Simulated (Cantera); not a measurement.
What does this Cantera script print?

```python
import numpy as np
import cantera as ct

gas_names = [...]  # 47 gases of nasa_gas.yaml made of Cl, H, N, O, Si
cond_names = """
    H2O(s) H2O(L) NH4CL(a) NH4CL(b) Si(cr) Si(L) SiO2(Lqz) SiO2(hqz) SiO2(L) Si2N2O(s) Si3N4(a)
""".split()


# ... load() reads the species with a 1 bar reference pressure and builds the phases ...
atoms = {
    'SiH2Cl2': {'Si': 1, 'H': 2, 'CL': 2},
    'NO': {'N': 1, 'O': 1},
    'H2': {'H': 2},
}
top_T = {'Si2N2O(s)': 2100, 'Si3N4(a)': 2400}  # K; cautious upper limits of use, not melting points


# ... equilibrate(T, P, feed) seeds the gas with the atoms and calls Mixture.equilibrate('TP', solver="vcs", rtol=1e-11, max_steps=5000) ...
results = []
feed = {'SiH2Cl2': 1, 'NO': 0.1, 'H2': 0.19}  # mol
T = 1148.15  # K
P = 13332.2  # Pa
mix = equilibrate(T, P, feed)
results.append((T, P, feed, dict(zip(mix.species_names, mix.species_moles))))
x = sorted(zip(gas.X, gas.species_names), reverse=True)
print(f"T = {T:g} K  P = {P:g} Pa  gas = {mix.phase_moles(0):.4g} mol")
print("   x: " + "  ".join(f"{s} {v:.3e}" for v, s in x if v > 1e-05))
print("   condensed (mol): " + ("  ".join(f"{mix.phase(i).name} {mix.phase_moles(i):.4g}"
      for i in range(1, mix.n_phases) if mix.phase_moles(i) > 1e-12) or "none"))
```

Output:

```
T = 1148.15 K  P = 13332.2 Pa  gas = 1.709 mol
   x: H2 6.411e-01  SiCL4 2.230e-01  HCL 5.830e-02  SiHCL3 4.924e-02  SiCL3 1.534e-02  SiCL2 1.164e-02  SiH2CL2 1.362e-03  SiH3CL 1.015e-05
   condensed (mol): Si(cr) 0.3612  SiO2(hqz) 0.025  Si2N2O(s) 0.05
```

These are equilibrium values from Cantera (NASA tables, ideal gas, pure condensed phases), not measurements of a reactor. Mutual solubility and eutectic melting of coexisting phases are not modelled. The tables' values for SiCl3 are old estimates; treat these amounts as uncertain. The tables hold silica as quartz up to 1696 K and as liquid above; real silica turns to tridymite and cristobalite and melts near 1996 K.
